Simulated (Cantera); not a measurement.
An adiabatic, constant-volume homogeneous reactor starts with CH₄ : O₂ : N₂ = 1 : 0.833 : 3.13 (molar parts), equivalence ratio 2.4, at 1750 K and 3080 Torr. Integrator tolerance rtol = 1e-08.

Computed with Cantera and GRI-Mech 3.0 (53 species, 325 reactions).

Task: What does this change do: pressure from 3080 Torr to 3750 Torr?

Result: 
| quantity | before | after |
|---|---|---|
| time of steepest temperature rise | 55.6 µs | 47.6 µs |
| temperature at 8.00 s | 2802 K | 2810 K |
| equilibrium temperature | 2802 K | 2810 K |
| x(CH₄) at 8.00 s | 1.21e-9 (gas-phase equilibrium 1.36e-9) | 1.78e-9 (gas-phase equilibrium 1.99e-9) |
| x(O₂) at 8.00 s | 1.14e-5 (gas-phase equilibrium 1.14e-5) | 9.93e-6 (gas-phase equilibrium 9.93e-6) |
| x(CO₂) at 8.00 s | 0.00957 (gas-phase equilibrium 0.00957) | 0.00956 (gas-phase equilibrium 0.00956) |
| x(H) at 8.00 s | 0.0136 (gas-phase equilibrium 0.0136) | 0.0127 (gas-phase equilibrium 0.0127) |
| x(H₂) at 8.00 s | 0.220 (gas-phase equilibrium 0.220) | 0.220 (gas-phase equilibrium 0.220) |
| x(H₂O₂) at 8.00 s | 1.17e-8 (gas-phase equilibrium 1.17e-8) | 1.23e-8 (gas-phase equilibrium 1.23e-8) |
